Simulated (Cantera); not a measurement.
An adiabatic, constant-pressure homogeneous reactor starts with 15.2 % CH4, 17.9 % O2, 67.0 % N2, equivalence ratio 1.7, at 1475 K and 3980 Torr.

Computed with Cantera and GRI-Mech 3.0 (53 species, 325 reactions).

**Question.** Predict: time of steepest temperature rise; temperature at 0.100 s; equilibrium temperature; x(O2) at 0.100 s; x(H2O) at 0.100 s; x(HCO) at 0.100 s; x(CO2) at 0.100 s.

**Answer.** 
| Quantity | Value |
|---|---|
| time of steepest temperature rise | 0.532 ms |
| temperature at 0.100 s | 2682 K |
| equilibrium temperature | 2682 K |
| x(O2) at 0.100 s | 7.23e-5 (gas-phase equilibrium 7.23e-5) |
| x(H2O) at 0.100 s | 0.155 (gas-phase equilibrium 0.155) |
| x(HCO) at 0.100 s | 4.92e-7 (gas-phase equilibrium 4.92e-7) |
| x(CO2) at 0.100 s | 0.0237 (gas-phase equilibrium 0.0237) |
